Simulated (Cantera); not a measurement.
An isothermal, constant-pressure homogeneous reactor starts with CO : O₂ : H₂O : N₂ = 0.023 : 0.0072 : 0.031 : 1 (molar parts), equivalence ratio 1.6, at 1448 K and 345 Torr. Integrator tolerance rtol = 1e-08.

Cantera simulation using GRI-Mech 3.0 (53 species, 325 reactions); the numbers are that mechanism's predictions, not measurements.

**Question.** What does this change do: CO 0.023 to 0.0063 parts?

**Answer.** 
```tsv
quantity	before	after
x(CO) at 70.0 s	0.00493 (gas-phase equilibrium 0.00493)	3.14e-7 (gas-phase equilibrium 3.17e-7)
x(O₂) at 70.0 s	1.35e-10 (gas-phase equilibrium 1.23e-10)	0.00389 (gas-phase equilibrium 0.00382)
x(H₂O) at 70.0 s	0.0262 (gas-phase equilibrium 0.0262)	0.0298 (gas-phase equilibrium 0.0298)
x(NO) at 70.0 s	2.72e-6 (gas-phase equilibrium 2.51e-8)	8.60e-7 (gas-phase equilibrium 0.000141)
x(OH) at 70.0 s	1.57e-7 (gas-phase equilibrium 1.50e-7)	1.20e-5 (gas-phase equilibrium 1.19e-5)
```

**Question.** What does this change do: 0.085 parts CH4 added?

**Answer.** 
```
quantity                                             before                                    after
----------------  -----------------------------------------  ---------------------------------------
x(CO) at 70.0 s     0.00493 (gas-phase equilibrium 0.00493)    0.0322 (gas-phase equilibrium 0.0540)
x(O₂) at 70.0 s   1.35e-10 (gas-phase equilibrium 1.23e-10)    <1e-12 (gas-phase equilibrium <1e-12)
x(H₂O) at 70.0 s      0.0262 (gas-phase equilibrium 0.0262)   0.0185 (gas-phase equilibrium 1.28e-7)
x(NO) at 70.0 s     2.72e-6 (gas-phase equilibrium 2.51e-8)  3.86e-11 (gas-phase equilibrium <1e-12)
x(OH) at 70.0 s     1.57e-7 (gas-phase equilibrium 1.50e-7)   1.80e-8 (gas-phase equilibrium <1e-12)
```
GRI-Mech 3.0 stops at C3 and has no aromatics, soot or wall deposition, so with more carbon than oxygen in the feed, carbon stays in small species such as C2H2 where larger ones or solid carbon would form.
